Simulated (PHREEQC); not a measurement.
# Leach liquor (model solution)

A solution holds 4.4 mmol/kgw H2SO4, 0.56 mmol/kgw Li2SO4 and 0.25 mmol/kgw MgSO4, at 50 °C. Closed to the air; pH follows from the charge balance.

The numbers come from PHREEQC with the ion-association model, phreeqc.dat.

Each row changes one thing in this solution. This is a speciation only: nothing precipitates in the calculation.

| case | pH | ionic strength (mol/kgw) | SO4-2 (mol/kgw) | HSO4- (mol/kgw) | Mg+2 (mol/kgw) | MgSO4 (mol/kgw) |
|---|---|---|---|---|---|---|
| as made | 2.22 | 0.0111 | 0.00291 | 0.00220 | 0.000165 | 8.50e-5 |
| H2SO4 left out | 6.63 | 0.00250 | 0.000764 | 2.64e-8 | 0.000207 | 4.28e-5 |
| H2SO4 from 0.0044 to 0.022 mol/kgw | 1.62 | 0.0359 | 0.00651 | ? | 0.000149 | 0.000102 |
| temperature from 50 to 35 °C | 2.20 | 0.0119 | 0.00330 | 0.00183 | 0.000177 | 7.31e-5 |
| temperature from 50 to 80 °C | 2.28 | 0.00935 | ? | 0.00306 | 0.000150 | 9.99e-5 |

Problem. Complete the blanks.

Solution. 
- H2SO4 from 0.0044 to 0.022 mol/kgw, HSO4- (mol/kgw): 0.0162
- temperature from 50 to 80 °C, SO4-2 (mol/kgw): 0.00204

Species that the database lacks are ignored. Constants without temperature data keep their 25 °C values here.
